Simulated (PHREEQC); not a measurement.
3 g of hydrous ferric oxide (600 m²/g; 0.2 weak and 0.005 strong sites per Fe, Dzombak-Morel constants, diffuse double layer) in 1 kg of water with 0.1 mol/kgw of an inert sodium salt and 0.00087 mol Na2HAsO4, at 25 °C; the pH is set by adding NaOH or the inert anion's acid. Oxygen is held at 0.21 atm. No CO2 enters from the air. Precipitation was switched off in this run.

The series has 17 steps of pH, from 4 to 12.

Model: ion-association model, wateq4f.dat, run in PHREEQC.

**Question.** Near which pH is half of the As sorbed, and on which side is more sorbed?

**Answer.** Near pH 11.3, with more sorbed at lower pH.

**Question.** At which pH does the surface charge pass through zero?

**Answer.** Near pH 7.5.
